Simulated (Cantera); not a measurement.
Input: 1 mol FeS₂, 0.22 mol O₂, 0.57 mol H₂O, at 1098 K and 11000 Pa.

Cantera equilibrium calculation (NASA polynomials, part measured and part estimated; ideal gas, pure solids and liquids). Candidate condensed phases: Fe, FeO, Fe(OH)₂, Fe(OH)₃, FeS, FeSO₄, FeS₂, Fe₂O₃, Fe₂(SO₄)₃, Fe₃O₄, H₂O, H₂SO₄, S; 22 gas species. FeS: taken at fixed stoichiometry. Gases not in the tables: S₃ to S₇. Equilibrium is a limit: real reactors are often held back by kinetics, nucleation or transport.

Base state: H₂O 0.420, S₂ 0.282, SO₂ 0.222, H₂S 0.0635, H₂ 0.00698, S₂O 0.00586, SO 0.000145, SH 8.09e-5 (mole fractions); condensed: FeS(s).

### Question
What changes in the equilibrium state with this change: temperature from 1098 K to 1275 K?

### Answer
| species | before | after |
|---|---|---|
| H₂O | 0.420 | 0.420 |
| S₂ | 0.282 | 0.289 |
| SO₂ | 0.222 | 0.218 |
| H₂S | 0.0635 | 0.0465 |
| H₂ | 0.00698 | 0.0199 |
| SO | 0.000145 | 0.000917 |
| SH | 8.09e-5 | 0.000429 |
| FeS(s), mol | 1.00 | 1.00 |

### Question
What changes in the equilibrium state with this change: 0.0034 mol CH₄ added?

### Answer
```
species       before    after
-----------  -------  -------
H₂O            0.420    0.422
S₂             0.282    0.282
SO₂            0.222    0.215
CO₂                0  0.00285
H₂S           0.0635   0.0647
CO                 0  4.83e-5
COS                0  1.39e-5
H₂           0.00698  0.00711
FeS(s), mol     1.00     1.00
```
Further candidate phases: C, C₆H₆, C₇H₈, C₈H₁₈, Fe(CO)₅.

### Question
What changes in the equilibrium state with this change: temperature from 1098 K to 925 K?

### Answer
| species | before | after |
|---|---|---|
| H₂O | 0.420 | 0.402 |
| S₂ | 0.282 | 0.265 |
| SO₂ | 0.222 | 0.234 |
| H₂S | 0.0635 | 0.0905 |
| SO | 0.000145 | 1.21e-5 |
| SH | 8.09e-5 | 8.22e-6 |
| FeS(s), mol | 1.00 | 1.00 |
